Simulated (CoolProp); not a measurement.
Vapour-liquid equilibrium of n-octane (1) + p-xylene (2) at 666 kPa; x and y are mole fractions of (1).

Computed with CoolProp (multi-fluid Helmholtz-energy mixture model, Beckmüller 2019 and Zhou 2012; pair parameters Bell 2016).

Problem. Give the bubble temperature and the first vapour's composition at x = 0.35, 0.8, 0.875. Is there an azeotrope?

Solution. x = 0.35: 491.0 K, y = 0.409; x = 0.8: 485.1 K, y = 0.822; x = 0.875: 484.4 K, y = 0.888. No azeotrope shows between x = 0.05 and 0.95.

The pair parameters rest on a limited set of measurements; away from them the model extrapolates.
